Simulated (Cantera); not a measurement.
# Thermodynamics of carbothermic reduction, feed Fe2O3 + CO + H2 + CH4

Input: 1 mol Fe2O3, 6.6 mol CO, 0.43 mol H2, a varied amount of CH4, held at 0.00820 bar.

These are equilibrium values from Cantera (NASA tables, ideal gas, pure condensed phases), not measurements of a reactor. Candidate condensed phases: C, C6H6, C7H8, C8H18, Fe, Fe(CO)5, FeO, Fe(OH)2, Fe(OH)3, Fe2O3, Fe3O4, H2O; 114 gas species. Each liquid is taken as pure. Iron dissolves carbon and melts from about 1420 K in contact with it, which pure phases cannot show. Mutual solubility and eutectic melting of coexisting phases are not modelled. The tables' stoichiometric FeO is somewhat more stable than real wüstite, so its field is too wide. FeO: taken at fixed stoichiometry. Condensed phases not in the tables: cementite and carbon dissolved in iron. Rates play no part.

Stable condensed phases:

```
T in °C \ n(CH4) in mol
         0.35  0.7    1  1.4  1.7  2.1  2.4  2.8  3.1  3.5
   1825     A    A    A    B    B    B    C    C    D    D
   1725     A    E    E    B    B    B    B    B    F    F
   1625     E    E    E    B    B    B    B    B    F    F
   1525     E    E    E    B    B    B    B    B    F    F
   1425     E    E    E    B    B    B    B    B    F    F
   1325     E    E    E    B    B    B    B    B    F    F
   1225     E    E    E    B    B    B    B    B    F    F
   1125     E    E    E    B    B    B    B    B    F    F
   1025     E    E    E    B    B    B    B    B    F    F
    925     E    E    E    B    B    B    B    B    F    F
    825     E    E    E    B    B    B    B    B    F    F
```

A: FeO; B: Fe; C: gas only; D: C; E: Fe + FeO; F: C + Fe.
